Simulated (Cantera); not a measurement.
What does this Cantera script print?

```python
import numpy as np
import cantera as ct

gas = ct.Solution("gri30.yaml")
gas.TPX = 1400, 36000, {'CH4': 1, 'C2H6': 0.16, 'C3H8': 0.18, 'O2': 2.66, 'N2': 10, 'H2O': 0.43}
reactor = ct.IdealGasConstPressureReactor(gas, energy="on", clone=False)
net = ct.ReactorNet([reactor])
net.rtol, net.atol = 1e-08, 1e-16
show = ['CH4', 'C2H6', 'C3H8', 'CH2CO', 'C2H2']
times = np.geomspace(3e-06, 3, 10)

steps = ct.SolutionArray(gas, extra=["t"])
rows = []
print(f"{'t/s':>10s}{'T/K':>9s}{'P/Pa':>11s}" + "".join(f"{s:>11s}" for s in show))
for t in times:
    while net.time < t:
        t_next = net.step()
        steps.append(gas.state, t=t_next)
    rows.append([np.interp(t, steps.t, y) for y in (steps.T, steps.P, *steps(*show).X.T)])
    print(f"{t:10.3e}{rows[-1][0]:9.1f}{rows[-1][1]:11.4g}" + "".join(f"{x:11.3e}" for x in rows[-1][2:]))
rate = np.gradient(steps.T, steps.t)
print("integrator steps:", len(steps.t))
if steps.T.max() > steps.T[0] + 200:
    print(f"time of steepest temperature rise: {steps.t[rate.argmax()]:.4e} s")
gas.TPX = 1400, 36000, {'CH4': 1, 'C2H6': 0.16, 'C3H8': 0.18, 'O2': 2.66, 'N2': 10, 'H2O': 0.43}
gas.equilibrate("HP")
print(f"equilibrium (HP): T = {gas.T:.1f} K  " + "  ".join(f"{s} {gas[s].X[0]:.3e}" for s in show))
```

Result:

```
       t/s      T/K       P/Pa        CH4       C2H6       C3H8      CH2CO       C2H2
 3.000e-06   1399.9    3.6e+04  6.930e-02  1.108e-02  1.246e-02  6.868e-12  7.133e-12
 1.392e-05   1399.3    3.6e+04  6.928e-02  1.106e-02  1.240e-02  4.476e-09  1.109e-09
 6.463e-05   1397.2    3.6e+04  6.905e-02  1.089e-02  1.200e-02  7.871e-07  1.460e-07
 3.000e-04   1406.9    3.6e+04  6.612e-02  9.607e-03  8.694e-03  1.146e-04  2.047e-05
 1.392e-03   2522.2    3.6e+04  2.272e-15  1.176e-29  6.189e-44  1.600e-17  2.010e-18
 6.463e-03   2631.7    3.6e+04  7.743e-15  5.683e-29  9.933e-43  4.848e-17  1.027e-17
 3.000e-02   2627.6    3.6e+04  8.172e-15  6.228e-29  1.132e-42  5.004e-17  1.071e-17
 1.392e-01   2627.6    3.6e+04  8.177e-15  6.234e-29  1.133e-42  5.006e-17  1.072e-17
 6.463e-01   2627.6    3.6e+04  8.177e-15  6.234e-29  1.133e-42  5.006e-17  1.072e-17
 3.000e+00   2627.6    3.6e+04  8.177e-15  6.234e-29  1.133e-42  5.006e-17  1.072e-17
integrator steps: 1699
time of steepest temperature rise: 6.5044e-04 s
equilibrium (HP): T = 2627.6 K  CH4 1.019e-14  C2H6 9.194e-29  C3H8 1.858e-42  CH2CO 5.449e-17  C2H2 1.144e-17
```

Model: GRI-Mech 3.0 (53 species, 325 reactions), integrated in Cantera. GRI-Mech 3.0 was tuned for natural gas; its chemistry of propane as a main component is partial and can be far from experiment.
